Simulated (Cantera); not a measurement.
A perfectly stirred reactor is fed with H₂ : O₂ : N₂ = 1.2 : 1 : 0.73 (molar parts), equivalence ratio 0.60, at 1.00 bar; it is held at 1200 K, and followed from long to short residence time.

Model: GRI-Mech 3.0 (53 species, 325 reactions), integrated in Cantera. The temperature is held fixed by assumption; the heat of reaction is taken as removed at once.

Question: What does this change do: temperature 1200 to 1150 K?

Answer: 
```tsv
quantity	before	after
x(H₂) at τ = 1.30 s	0.00100	0.00232
x(O₂) at τ = 1.30 s	0.172	0.173
x(O) at τ = 1.30 s	1.65e-6	1.46e-6
x(OH) at τ = 1.30 s	1.90e-5	8.53e-6
x(NO) at τ = 1.30 s	1.68e-8	7.14e-9
x(H₂) at τ = 37.0 ms	0.00866	0.0224
x(O₂) at τ = 37.0 ms	0.175	0.181
x(O) at τ = 37.0 ms	2.82e-5	1.65e-5
x(OH) at τ = 37.0 ms	7.23e-5	2.79e-5
x(NO) at τ = 37.0 ms	1.87e-8	5.39e-9
```
